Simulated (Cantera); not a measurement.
What does this Cantera script print?

```python
import numpy as np
import cantera as ct

gas = ct.Solution("gri30.yaml")
gas.TPX = 673, 1100000, {'CH4': 1, 'CO': 0.61, 'O2': 4.7, 'N2': 17.7}
inlet = ct.Reservoir(gas, clone=True)
gas.equilibrate("HP")  # start burning
reactor = ct.IdealGasConstPressureReactor(gas, energy="on", clone=False)
exhaust = ct.Reservoir(gas, clone=True)
tau = [0.045, 0.016, 0.0056, 0.002, 0.00069, 0.00024, 8.6e-05, 3.1e-05, 1.1e-05, 3.8e-06][0]
for a, b in ((inlet, reactor), (reactor, exhaust)):
    ct.MassFlowController(a, b, mdot=lambda t: reactor.mass / tau)
net = ct.ReactorNet([reactor])
show = ['CH4', 'CO', 'O2', 'C2H4', 'CH2', 'C2H']

rows = []
print(f"{'tau/s':>10s}{'T/K':>9s}" + "".join(f"{s:>11s}" for s in show))
for tau in [0.045, 0.016, 0.0056, 0.002, 0.00069, 0.00024, 8.6e-05, 3.1e-05, 1.1e-05, 3.8e-06]:
    net.initial_time = 0.0
    net.advance(30 * tau)
    before = gas.X
    net.advance(40 * tau)
    drift = np.max(np.abs(gas.X - before) / (gas.X + 1e-9))
    rows.append([gas.T, *gas[show].X, drift])
    print(f"{tau:10.3e}{gas.T:9.1f}" + "".join(f"{x:11.3e}" for x in gas[show].X))
```

It prints:

```
     tau/s      T/K        CH4         CO         O2       C2H4        CH2        C2H
 4.500e-02   1804.0  5.661e-06  1.401e-04  1.010e-01  1.612e-09  4.992e-09  3.057e-13
 1.600e-02   1802.1  1.281e-05  3.094e-04  1.011e-01  7.185e-09  1.377e-08  1.395e-12
 5.600e-03   1798.3  2.771e-05  6.794e-04  1.012e-01  2.665e-08  3.754e-08  5.194e-12
 2.000e-03   1790.7  5.814e-05  1.460e-03  1.016e-01  8.467e-08  9.656e-08  1.570e-11
 6.900e-04   1773.8  1.292e-04  3.276e-03  1.026e-01  2.696e-07  2.428e-07  4.222e-11
 2.400e-04   1731.1  3.389e-04  8.051e-03  1.052e-01  1.119e-06  5.541e-07  1.036e-10
 8.600e-05    673.0  4.165e-02  2.541e-02  1.958e-01  4.943e-18  4.134e-28  2.886e-39
 3.100e-05    673.0  4.165e-02  2.541e-02  1.958e-01 -1.984e-23  1.268e-28 -3.363e-43
 1.100e-05    673.0  4.165e-02  2.541e-02  1.958e-01 -1.635e-26  3.269e-29 -2.700e-46
 3.800e-06    673.0  4.165e-02  2.541e-02  1.958e-01  1.889e-29  4.365e-30  2.382e-50
```

Cantera simulation using GRI-Mech 3.0 (53 species, 325 reactions); the numbers are that mechanism's predictions, not measurements.
